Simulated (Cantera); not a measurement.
Feed: 1 mol Fe2O3, 4.9 mol HCl, 7.9 mol O2, equilibrated at 2.90 Pa.

These are equilibrium values from Cantera (NASA tables, ideal gas, pure condensed phases), not measurements of a reactor. Candidate condensed phases: Fe, FeCl2, FeCl3, FeO, Fe(OH)2, Fe(OH)3, Fe2O3, Fe3O4, H2O; 22 gas species. Equilibrium is a limit: real reactors are often held back by kinetics, nucleation or transport.

### Question
What share of the Fe ends up in condensed phases as a function of T (K), at 1048, 1148, 1248, 1348, 1448, 1548, 1648, 1748?

### Answer
| T (K) | Fe condensed (%) | as |
|---|---|---|
| 1048 | 99.0 | Fe2O3(s) |
| 1148 | 95.6 | Fe2O3(s) |
| 1248 | 89.3 | Fe2O3(s) |
| 1348 | 81.7 | Fe3O4(s) |
| 1448 | 75.1 | Fe3O4(s) |
| 1548 | 69.1 | Fe3O4(s) |
| 1648 | 64.2 | Fe3O4(s) |
| 1748 | 58.4 | Fe3O4(s) |
